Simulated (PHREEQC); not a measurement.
A solution holds 0.11 mol CdSO4, 0.2 mol Na2SO4 and 0.0069 mol H2SO4 per kg of water, at 25 °C. Closed to the air; pH follows from the charge balance.

Equilibrium calculation in PHREEQC: ion-association model, phreeqc.dat.

```tsv
quantity	before	after
pH	2.52	3.09
ionic strength (mol/kgw)	0.601	0.596
Na+ (mol/kgw)	0.354	0.347
SO4-2 (mol/kgw)	0.130	0.132
NaSO4- (mol/kgw)	0.0461	0.0527
Cd(SO4)2-2 (mol/kgw)	0.0443	0.0358
```

What was changed between the two runs?
A. CdSO4 from 0.11 to 0.011 mol/kgw
B. Na2SO4 from 0.2 to 0.04 mol/kgw
C. temperature from 25 to 90 °C
D. 0.11 mol/kgw HCl added

C, temperature from 25 to 90 °C

This is a speciation only: nothing precipitates in the calculation. At this temperature some constants are extrapolated from 25 °C, and those without enthalpy data are left unchanged.
